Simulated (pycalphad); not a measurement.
An equivalent pycalphad script:

```python
from pycalphad import Database, equilibrium, calculate, variables as v
import numpy as np
db = Database('COST507.tdb')
comps = ['TI', 'AL', 'C', 'VA']
phases = ['AL11TI5', 'AL2TI', 'AL3M_D022', 'AL4C3', 'ALM_D019', 'ALTI', 'BCC_A2', 'FCC_A1', 'GRAPHITE', 'HCP_A3', 'LIQUID']
eq = equilibrium(db, comps, phases, {v.X('AL'): 0.0101, v.X('C'): 0.0116, v.T: np.arange(2850, 499, -75), v.P: 101325, v.N: 1}, output=['HM', 'SM'])
```

All values are pycalphad results on the COST 507 light-alloy database (1999) (1 atm), not direct measurements. No gas phase is included, though pure Al would boil below 2577 °C. The database dates from 1999; later assessments differ in places, in temperatures and in the compounds included. The system is extrapolated from its subsystems; higher-order compounds may be missing. Amounts are mole fractions of atoms. Kinetics are ignored, which matters at the lower temperatures.

Results at three of the temperatures:

```
T = 2700.00 K, P = 101325 Pa, N = 1 mol of atoms
G = -204303 J/mol, H = 102350 J/mol, S = 113.58 J/(mol K)  (SER reference)
chemical potentials (J/mol): Ti -201333, Al -299160, C -372153
phase             fraction      x(Ti)      x(Al)       x(C)
LIQUID              1.0000     0.9783     0.0101     0.0116
```

```
T = 2175.00 K, P = 101325 Pa, N = 1 mol of atoms
G = -147188 J/mol, H = 78250 J/mol, S = 103.65 J/(mol K)  (SER reference)
chemical potentials (J/mol): Ti -144295, Al -242424, C -308170
phase             fraction      x(Ti)      x(Al)       x(C)
LIQUID              1.0000     0.9783     0.0101     0.0116
```

```
T = 2100.00 K, P = 101325 Pa, N = 1 mol of atoms
G = -139474 J/mol, H = 74807 J/mol, S = 102.04 J/(mol K)  (SER reference)
chemical potentials (J/mol): Ti -136597, Al -234627, C -299278
phase             fraction      x(Ti)      x(Al)       x(C)
LIQUID              1.0000     0.9783     0.0101     0.0116
```

Changes of the phase set, refined by bisection:

| T (°C) | phases above | phases below |
|---|---|---|
| 1666.4 | LIQUID | BCC_A2 + LIQUID |
| 1664.6 | BCC_A2 + LIQUID | BCC_A2 |
| 1261.3 | BCC_A2 | BCC_A2 + FCC_A1 |
| 915.2 | BCC_A2 + FCC_A1 | BCC_A2 + FCC_A1 + HCP_A3 |
| 915.1 | BCC_A2 + FCC_A1 + HCP_A3 | FCC_A1 + HCP_A3 |

FCC_A1 is fcc; BCC_A2 is bcc; HCP_A3 is hcp. The fcc model also describes the rock-salt carbide or nitride (TiC, TiN, HfC).
